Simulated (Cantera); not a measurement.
What does this Cantera script print?

```python
import numpy as np
import cantera as ct

gas_names = """
    C CO CO2 C2 C2O C3 C3O2 C4 C5 O O2 O3 Pb PbO Pb2
""".split()
cond_names = """
    C(gr) Pb(cr) Pb(L) PbO(rd) PbO(yw) PbO(L) PbO2(s) Pb3O4(s)
""".split()


# ... load() reads the species with a 1 bar reference pressure and builds the phases ...
atoms = {
    'Pb': {'Pb': 1},
    'CO2': {'C': 1, 'O': 2},
    'CO': {'C': 1, 'O': 1},
}
top_T = {'C(gr)': 4500, 'Pb3O4(s)': 820}  # K; cautious upper limits of use, not melting points


# ... equilibrate(T, P, feed) seeds the gas with the atoms and calls Mixture.equilibrate('TP', solver="vcs", rtol=1e-11, max_steps=5000) ...
results = []
feed = {'Pb': 1, 'CO2': 0.61, 'CO': 2.1}  # mol
P = 1000  # Pa
for T in [948, 1048, 1148, 1248, 1348, 1448, 1548, 1648]:
    mix = equilibrate(T, P, feed)
    results.append((T, P, feed, dict(zip(mix.species_names, mix.species_moles))))

top = {s: max(r[3][s] / sum(r[3][g] for g in gas_names) for r in results) for s in gas_names}
cols = sorted((s for s in top if top[s] > 0.001), key=lambda s: -top[s])[:8]
seen = [c for c in cond_names if any(r[3].get(c, 0) > 1e-12 for r in results)]
print("log10 of partial pressures in bar; condensed amounts in mol")
print(f"{'T/K':>10s}" + "".join(f"{s[:9]:>10s}" for s in cols + seen))
for T, P, feed, n in results:
    ng = sum(n[g] for g in gas_names)
    print(f"{T:10.4g}" + "".join(f"{np.log10(max(n[s] / ng * P / 1e5, 1e-99)):10.3f}" for s in cols)
          + "".join(f"{n.get(c, 0):10.4g}" for c in seen))
```

Result:

```
log10 of partial pressures in bar; condensed amounts in mol
       T/K        CO        Pb       CO2     Pb(L)
       948    -2.111    -5.320    -2.648    0.9987
      1048    -2.113    -4.350    -2.650    0.9878
      1148    -2.123    -3.553    -2.660    0.9219
      1248    -2.171    -2.886    -2.708    0.5949
      1348    -2.247    -2.569    -2.784         0
      1448    -2.247    -2.569    -2.784         0
      1548    -2.247    -2.570    -2.784         0
      1648    -2.247    -2.570    -2.785         0
```

Method: chemical equilibrium by Gibbs-energy minimisation in Cantera with the NASA 1993 tables (ideal gas, pure condensed phases).
